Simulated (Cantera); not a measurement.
Feed: 1 mol C₂H₅OH, 12 mol H₂, at 2500 K and 10000 Pa.

Method: chemical equilibrium by Gibbs-energy minimisation in Cantera with the NASA 1993 tables (ideal gas, pure condensed phases). Candidate condensed phases: C, C₆H₆, C₇H₈, C₈H₁₈, H₂O; 110 gas species. Kinetics and transport are ignored.

Base state: H₂ 0.857, H 0.0736, CO 0.0602, C₂H₂ (acetylene) 0.00927, C₂H 5.72e-5, C₄H₂ 4.14e-5, CH₃ 1.70e-5, CH₄ 1.10e-5 (mole fractions); condensed: C(graphite).

Problem. What changes in the equilibrium state with this change: temperature from 2500 K to 3023 K?

Solution. 
```
species            before     after
----------------  -------  --------
H₂                  0.857     0.534
H                  0.0736     0.391
CO                 0.0602    0.0500
C₂H₂ (acetylene)  0.00927    0.0190
C₅                1.48e-8   1.64e-5
C₂                4.58e-7  0.000217
C(graphite), mol    0.686         0
```

Problem. What changes in the equilibrium state with this change: temperature from 2500 K to 2700 K?

Solution. 
```json
[
 {"species": "H₂", "before": "0.857", "after": "0.766"},
 {"species": "H", "before": "0.0736", "after": "0.157"},
 {"species": "CO", "before": "0.0602", "after": "0.0576"},
 {"species": "C₂H₂ (acetylene)", "before": "0.00927", "after": "0.0181"},
 {"species": "C₃", "before": "4.97e-6", "after": "8.80e-5"},
 {"species": "C", "before": "1.66e-6", "after": "2.12e-5"},
 {"species": "C₂H", "before": "5.72e-5", "after": "0.000394"},
 {"species": "C₄H₂", "before": "4.14e-5", "after": "0.000177"},
 {"species": "C₂H₂ (vinylidene)", "before": "7.22e-6", "after": "2.63e-5"},
 {"species": "C(graphite), mol", "before": "0.686", "after": "0.339"}
]
```
